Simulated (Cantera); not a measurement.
## SO2 + H2O (abatement and gas-phase synthesis)

A closed system holds: 1 mol SO2, 1.5 mol H2O, equilibrated at 3.68 Torr.

Equilibrium computed with Cantera from the NASA thermochemical tables; the gas is ideal and each condensed phase is pure. Candidate condensed phases: H2O, H2SO4, S; 19 gas species. The numbers say what is thermodynamically allowed, not how fast it happens.

```json
[
 {"T (°C)": "1300", "x H2O": "0.598", "x SO2": "0.399", "x H": "2.24e-5", "x O": "4.13e-6", "x SO": "0.000223", "x H2": "0.00148", "x OH": "0.000326", "x O2": "0.000765", "x S": "6.23e-8"},
 {"T (°C)": "1400", "x H2O": "0.595", "x SO2": "0.399", "x H": "9.12e-5", "x O": "1.95e-5", "x SO": "0.000598", "x H2": "0.00314", "x OH": "0.000831", "x O2": "0.00167", "x S": "4.01e-7"},
 {"T (°C)": "1500", "x H2O": "0.590", "x SO2": "0.397", "x H": "0.000317", "x O": "7.73e-5", "x SO": "0.00143", "x H2": "0.00610", "x OH": "0.00190", "x O2": "0.00333", "x S": "2.09e-6"},
 {"T (°C)": "1600", "x H2O": "0.581", "x SO2": "0.393", "x H": "0.000965", "x O": "0.000265", "x SO": "0.00311", "x H2": "0.0110", "x OH": "0.00397", "x O2": "0.00616", "x S": "9.10e-6"},
 {"T (°C)": "1700", "x H2O": "0.567", "x SO2": "0.387", "x H": "0.00261", "x O": "0.000800", "x SO": "0.00620", "x H2": "0.0184", "x OH": "0.00765", "x O2": "0.0107", "x S": "3.40e-5"},
 {"T (°C)": "1800", "x H2O": "0.543", "x SO2": "0.377", "x H": "0.00639", "x O": "0.00217", "x SO": "0.0115", "x H2": "0.0289", "x OH": "0.0137", "x O2": "0.0174", "x S": "0.000111"},
 {"T (°C)": "1900", "x H2O": "0.508", "x SO2": "0.360", "x H": "0.0142", "x O": "0.00532", "x SO": "0.0197", "x H2": "0.0427", "x OH": "0.0227", "x O2": "0.0268", "x S": "0.000323"},
 {"T (°C)": "2000", "x H2O": "0.459", "x SO2": "0.334", "x H": "0.0291", "x O": "0.0119", "x SO": "0.0317", "x H2": "0.0590", "x OH": "0.0352", "x O2": "0.0389", "x S": "0.000848"},
 {"T (°C)": "2100", "x H2O": "0.393", "x SO2": "0.298", "x H": "0.0550", "x O": "0.0246", "x SO": "0.0475", "x H2": "0.0759", "x OH": "0.0505", "x O2": "0.0529", "x S": "0.00202"},
 {"T (°C)": "2200", "x H2O": "0.312", "x SO2": "0.251", "x H": "0.0955", "x O": "0.0468", "x SO": "0.0660", "x H2": "0.0899", "x OH": "0.0666", "x O2": "0.0668", "x S": "0.00442"},
 {"T (°C)": "2300", "x H2O": "0.223", "x SO2": "0.196", "x H": "0.152", "x O": "0.0817", "x SO": "0.0845", "x H2": "0.0960", "x OH": "0.0794", "x O2": "0.0775", "x S": "0.00889"},
 {"T (°C)": "2400", "x H2O": "0.139", "x SO2": "0.138", "x H": "0.220", "x O": "0.131", "x SO": "0.0986", "x H2": "0.0905", "x OH": "0.0841", "x O2": "0.0811", "x S": "0.0165"}
]
```
x: gas mole fraction; nothing condenses.

From 1300 °C to 2400 °C nothing is condensed.
